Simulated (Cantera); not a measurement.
Si + H2O + N2 + CO2 (thermal oxidation and active oxidation of silicon)

A closed system holds: 1 mol Si, 1.6 mol H2O, 500 mol N2, 0.95 mol CO2, at 2223 K and 0.00280 bar.

Method: chemical equilibrium by Gibbs-energy minimisation in Cantera with the NASA 1993 tables (ideal gas, pure condensed phases). Candidate condensed phases: C, C6H6, C7H8, C8H18, H2O, Si, SiC, SiO2, Si2N2O, Si3N4; 151 gas species. The numbers say what is thermodynamically allowed, not how fast it happens.

```json
{
 "x(N2)": "0.989",
 "x(H)": "0.00340",
 "x(SiO)": "0.00197",
 "x(CO)": "0.00168",
 "x(O)": "0.000961",
 "x(H2)": "0.000789",
 "x(NO)": "0.000529",
 "x(H2O)": "0.000516",
 "x(OH)": "0.000321",
 "gas_amount": "505.2 mol",
 "log10 activity of Si(l) (absent)": "-8.46",
 "log10 activity of C(graphite) (absent)": "-9.42"
}
```
